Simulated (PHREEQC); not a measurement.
Make-up at 25 °C: 0.0051 mol/kgw HF, 0.0015 mol/kgw NaF and 4.7e-05 mol/kgw H2SO4. Closed to the air; pH follows from the charge balance.

The numbers come from PHREEQC with the ion-association model, phreeqc.dat.

```json
[
 {"quantity": "pH", "before": "2.96", "after": "5.04"},
 {"quantity": "ionic strength (mol/kgw)", "before": "0.00271", "after": "0.00665"},
 {"quantity": "HF (mol/kgw)", "before": "0.00398", "after": "8.20e-5"},
 {"quantity": "F- (mol/kgw)", "before": "0.00254", "after": "0.00651"},
 {"quantity": "SO4-2 (mol/kgw)", "before": "4.28e-5", "after": "4.67e-5"},
 {"quantity": "HF2- (mol/kgw)", "before": "3.88e-5", "after": "2.05e-6"}
]
```

Task: Name the change that produced these shifts.
A. 0.00025 mol/kgw HBr added
B. HF replaced by (CH3)4NF at the same molality
C. diluted 2-fold with water
D. diluted 10-fold with water
E. temperature from 25 to 35 °C

Result: B, HF replaced by (CH3)4NF at the same molality

This is a speciation only: nothing precipitates in the calculation. (CH3)4N+ isn't in the database: it is added as a free cation with an ion size of 4 Å.
